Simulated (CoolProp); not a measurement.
n-perfluorohexane along the isotherm 348.1 K: density (kg/m³) from the reference equation and from simpler models built on Tc = 448.0 K, pc = 1742 kPa, ω = 0.497; each cubic takes its own stable root.

Values from CoolProp's reference Helmholtz-energy equation of state, Gao 2022.

```
p (kPa)   phase  reference
-------  ------  ---------
201      liquid       1519
402      liquid       1521
603      liquid       1523
804      liquid       1525
1000     liquid       1526
1210     liquid       1528
1410     liquid       1530
1610     liquid       1531
1810     liquid       1533
2010     liquid       1535
2210     liquid       1536
2410     liquid       1538
2610     liquid       1539
```

**Question.** How far does each simpler model (Redlich-Kwong, Soave-Redlich-Kwong, Peng-Robinson) lie from the reference over these 13 states: mean and median of the absolute difference, and the worst?

**Answer.** 
- Redlich-Kwong: mean 26.1 %, median 20.2 %, worst -98.3 % at 348.1 K and 201 kPa
- Soave-Redlich-Kwong: mean 13.7 %, median 13.7 %, worst -14.4 % at 348.1 K and 201 kPa
- Peng-Robinson: mean 2.4 %, median 2.4 %, worst -3.0 % at 348.1 K and 201 kPa

At some of these states Redlich-Kwong gives the other phase, because its saturation line lies elsewhere.
